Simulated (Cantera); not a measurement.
A freely propagating, adiabatic, planar premixed flame of 52.2 % H2, 10.0 % O2, 37.8 % N2, equivalence ratio 2.6, unburnt at 500 K and 0.651 atm; mixture-averaged transport, grid criteria slope 0.08 and curve 0.16, no radiation.

Cantera simulation using the H2/O2 subset of GRI-Mech 3.0, which has no nitrogen chemistry; the numbers are that mechanism's predictions, not measurements. Burning velocities carry a grid error of a few per cent, more on coarse grids.

Problem. Predict: laminar burning velocity; thermal thickness; peak x(H); peak x(O); peak x(HO2).

Solution. laminar burning velocity: 582 cm/s
thermal thickness: 0.757 mm
peak x(H): 0.0814
peak x(O): 0.00224
peak x(HO2): 0.000218
